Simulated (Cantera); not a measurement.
Charge: 1 mol borazine, 2.1 mol NH3, 0.4 mol N2, equilibrated at 2027 °C and 100000 Pa.

Cantera equilibrium calculation (NASA polynomials, part measured and part estimated; ideal gas, pure solids and liquids). Candidate condensed phases: B, BN; 15 gas species. The feed counts by its element totals alone. The tables' values for BH2 are old estimates; treat these amounts as uncertain. Equilibrium is a limit: real reactors are often held back by kinetics, nucleation or transport.

Base state: H2 0.801, N2 0.190, H 0.00866, BH2 0.000290 (mole fractions); condensed: BN(s).

Task: What changes in the equilibrium state with this change: 0.77 mol O2 added?

Result: 
| species | before | after |
|---|---|---|
| H2 | 0.801 | 0.626 |
| N2 | 0.190 | 0.237 |
| HBO | 0 | 0.0838 |
| B2O2 | 0 | 0.0207 |
| BO | 0 | 0.0115 |
| B2O3 | 0 | 0.00739 |
| HBO2 | 0 | 0.00480 |
| H2O | 0 | 0.000492 |
| B2O | 0 | 5.05e-5 |
| BN(s), mol | 3.00 | 1.57 |
Further candidate phases: B2O3, B3O3H3, H2O.
